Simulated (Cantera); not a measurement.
## Reactions in the system F-O-Pb

Cantera with NASA thermochemical tables; ideal gases at 1 bar, condensed phases pure. Values are per mole of reaction as written; species without (g) are pure solids or liquids, kept so even where they would boil at 1 bar.

4 F(g) + 2 PbO(g) → O2(g) + 2 PbF2

```tsv
T (K)	ΔH° (kJ)	ΔS° (J/K)	ΔG° (kJ)	log10 K	condensed phases
1075	-1758.9	-605.5	-1108.0	53.84	PbF2(s)
1100	-1757.7	-604.4	-1092.9	51.90	PbF2(s)
1125	-1726.0	-575.7	-1078.4	50.07	PbF2(l)
1150	-1723.6	-573.6	-1064.0	48.33	PbF2(l)
1175	-1721.3	-571.5	-1049.7	46.66	PbF2(l)
1200	-1718.9	-569.5	-1035.5	45.07	PbF2(l)
1225	-1716.5	-567.6	-1021.2	43.55	PbF2(l)
1250	-1714.2	-565.7	-1007.1	42.08	PbF2(l)
1275	-1711.8	-563.8	-993.0	40.68	PbF2(l)
1300	-1709.4	-561.9	-978.9	39.33	PbF2(l)
1325	-1707.0	-560.1	-964.9	38.04	PbF2(l)
```
